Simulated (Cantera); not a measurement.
## Pyrogenic steam for wet oxidation

An isothermal, constant-pressure homogeneous reactor starts with H₂ : O₂ : N₂ = 0.97 : 1 : 1.7 (molar parts), at 1250 K and 100.0 Torr.

Computed with Cantera and GRI-Mech 3.0 (53 species, 325 reactions). The temperature is held fixed by assumption; the heat of reaction is taken as removed at once.

```csv
t (s),x H₂,x O₂,x N₂O,x O,x NO₂,x H₂O₂
0.000600,0.0119,0.161,2.18e-8,0.0119,7.97e-10,2.90e-6
0.00180,0.00127,0.161,4.02e-8,0.00108,7.82e-9,1.82e-6
0.00542,0.000101,0.162,4.97e-8,8.52e-5,4.02e-8,4.88e-7
0.0163,1.28e-5,0.162,5.32e-8,1.22e-5,5.68e-8,1.31e-7
0.0490,2.54e-6,0.162,5.47e-8,2.64e-6,4.40e-8,3.91e-8
0.147,6.54e-7,0.162,5.47e-8,7.14e-7,2.89e-8,1.25e-8
0.443,2.03e-7,0.162,5.18e-8,2.25e-7,2.52e-8,4.38e-9
1.33,8.89e-8,0.162,4.23e-8,9.67e-8,3.40e-8,2.02e-9
4.00,7.23e-8,0.162,2.32e-8,7.70e-8,3.92e-8,1.65e-9
```
x: mole fraction; the columns are a selection and need not sum to one.

Equilibrium at this temperature and pressure: H₂ 7.20e-8, O₂ 0.162, N₂O 4.19e-9, O 7.67e-8, NO₂ 8.77e-7, H₂O₂ 1.65e-9 (gas phase only).
